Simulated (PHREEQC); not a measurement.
Dissolve 0.0015 mol HBr, 0.14 mol AlCl3 and 0.00034 mol CuCl2 per kg of water at 50 °C. Closed to the air; pH follows from the charge balance.

Computed with PHREEQC (ion-association model, phreeqc.dat).

```csv
quantity,before,after
pH,2.70,2.88
AlOH+2 (mol/kgw),0.00118,0.000934
Al(OH)2+ (mol/kgw),8.37e-6,1.22e-5
Al(OH)3 (mol/kgw),1.55e-9,4.05e-9
SI of Gibbsite (Al(OH)3),-0.76,-0.39
```

**Question.** What was changed between the two runs?
A) diluted 2-fold with water
B) CuCl2 from 0.00034 to 0.000374 mol/kgw
C) HBr left out
D) CuCl2 replaced by NaCl at the same molality
E) CuCl2 replaced by (CH3)4NCl at the same molality

**Answer.** A, diluted 2-fold with water

No solid was allowed to form. The ionic strength passes 0.7 mol/kgw, the rough limit of the ion-association models, in before. Away from 25 °C the constants follow the database's enthalpies or fits; those with neither stay at their 25 °C values.
